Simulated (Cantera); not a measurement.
# Equilibrium for boron, boron nitride and boron oxide: BF₃ + H₂ + O₂

Feed: 1 mol BF₃, 13 mol H₂, 0.15 mol O₂, held at 470 Pa.

Method: chemical equilibrium by Gibbs-energy minimisation in Cantera with the NASA 1993 tables (ideal gas, pure condensed phases). Candidate condensed phases: B, B₂O₃, B₃O₃H₃, H₂O; 43 gas species. The tables' values for BF₂ are old estimates; treat these amounts as uncertain. The numbers say what is thermodynamically allowed, not how fast it happens.

From 1523 K to 1873 K nothing is condensed. The main B-bearing gas is BF₃ throughout.

```csv
T (K),log p H₂,log p HF,log p BF₃,log p BOF,log p BF₂,log p BF
1523,-2.38,-3.68,-3.66,-4.01,-5.30,-6.54
1573,-2.38,-3.67,-3.67,-4.01,-5.03,-6.07
1623,-2.38,-3.65,-3.69,-4.01,-4.80,-5.66
1673,-2.38,-3.62,-3.72,-4.01,-4.60,-5.30
1723,-2.39,-3.58,-3.76,-4.01,-4.44,-5.00
1773,-2.39,-3.54,-3.81,-4.02,-4.31,-4.75
1823,-2.39,-3.49,-3.89,-4.02,-4.22,-4.54
1873,-2.40,-3.45,-3.97,-4.02,-4.15,-4.37
```
log p: log10 of the partial pressure in bar; nothing condenses.
